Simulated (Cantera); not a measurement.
Gas mixture: N₂O = 0.72 (molar parts), at 59.3 Torr, frozen composition.

Cantera's kinetic-theory transport with the Lennard-Jones parameters of GRI-Mech 3.0, ideal gas; thermal conductivity in the mixture-averaged form. The composition is frozen, though it would react at the higher temperatures.

One state of this run: ρ (kg/m³) = 0.0418; cp (J/kg/K) = 1255; μ (µPa s) = 40.0; λ (mW/m/K) = 68.0; Pr = 0.739; D (cm²/s) CH₄ = 18.6; D (cm²/s) C₂H₂ = 13.8; D (cm²/s) H₂ = 64.9. D: mixture-averaged diffusion coefficient of that species in the mixture.

### Question
Which value of T (K) does it belong to?
(A) 1600
(B) 1200
(C) 800
(D) 1000

### Answer
D, 1000
